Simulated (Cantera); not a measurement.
Mixture: CO : H2 : CH4 : O2 : N2 = 1 : 0.35 : 0.11 : 0.44 : 6.23 (molar parts), equivalence ratio 2.0, at 11.0 bar, adiabatic and at constant volume. Ignition delay is the time to a rise of 400 K.

Computed with Cantera and GRI-Mech 3.0 (53 species, 325 reactions). Where the delays flatten at high temperature, the 400 K rule measures the pace of heat release, not the induction time.

Problem. Predict: delay at 1275 K; delay at 1475 K; delay at 1675 K; delay at 1875 K; delay at 2075 K.

Solution. 
```json
{
  "delay at 1275 K": "88.5 µs",
  "delay at 1475 K": "20.5 µs",
  "delay at 1675 K": "7.48 µs",
  "delay at 1875 K": "3.98 µs",
  "delay at 2075 K": "2.85 µs"
}
```
